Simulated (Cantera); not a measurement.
Feed: 1 mol B2H6, 6.4 mol NH3, 120 mol H2, held at 1325 °C and 1.33 mbar.

Equilibrium computed with Cantera from the NASA thermochemical tables; the gas is ideal and each condensed phase is pure. Candidate condensed phases: B, BN; 15 gas species. The feed counts by its element totals alone. Kinetics and transport are ignored.

Base state: H2 0.982, N2 0.0163, H 0.00145 (mole fractions); condensed: BN(s).

Problem. What changes in the equilibrium state with this change: NH3 from 6.4 to 3.9 mol?

Solution. 
| species | before | after |
|---|---|---|
| H2 | 0.982 | 0.991 |
| N2 | 0.0163 | 0.00731 |
| H | 0.00145 | 0.00145 |
| BN(s), mol | 2.00 | 2.00 |

Problem. What changes in the equilibrium state with this change: NH3 from 6.4 to 3.4 mol?

Solution. 
```csv
species,before,after
H2,0.982,0.993
N2,0.0163,0.00543
H,0.00145,0.00146
"BN(s), mol",2.00,2.00
```
